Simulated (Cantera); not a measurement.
A perfectly stirred reactor is fed with 69.3 % CH4, 26.4 % H2O, 4.30 % H2, at 3750 Torr; it is held at 1298 K, and followed from long to short residence time.

Cantera simulation using GRI-Mech 3.0 (53 species, 325 reactions); the numbers are that mechanism's predictions, not measurements. GRI-Mech 3.0 stops at C3 and has no aromatics, soot or wall deposition, so with more carbon than oxygen in the feed, carbon stays in small species such as C2H2 where larger ones or solid carbon would form.

One state of this run: x CH4 = 0.685; x H2O = 0.263; x H2 = 0.0489; x H = 2.83e-8; x CO2 = 3.72e-8; x CH3 = 7.65e-6; x CH2O = 1.31e-7. x: mole fraction; the columns are a selection and need not sum to one.

Task: Which value of τ (s) does it belong to?
(A) 1.3
(B) 0.31
(C) 0.0039
(D) 0.017

Result: B, 0.31
